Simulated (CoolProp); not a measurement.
Vapour-liquid equilibrium of carbon dioxide (1) + ethane (2) at 2110 kPa; x and y are mole fractions of (1).

Values from CoolProp's multi-fluid Helmholtz-energy mixture model, Span 1996 and Bücker 2006; pair parameters Kunz 2012.

```
x     bubble temperature (K)  y at the bubble point  dew temperature at overall composition x (K)  liquid density (mol/L)
----  ----------------------  ---------------------  --------------------------------------------  ----------------------
0.05                   264.6                  0.103                                         266.4                   14.05
0.2                    257.0                  0.332                                         261.4                   15.02
0.35                   252.8                  0.477                                         256.5                   15.99
0.5                    250.7                  0.576                                         252.2                   17.11
0.65                   250.0                  0.659                                         250.0                   18.51
0.8                    250.5                  0.751                                         251.2                   20.30
0.95                   253.3                  0.909                                         254.2                   22.45
```

y crosses x between x = 0.65 and 0.8: the model has an azeotrope there.

Pair parameters are fitted to limited data, so mixtures are less certain than the pure fluids.
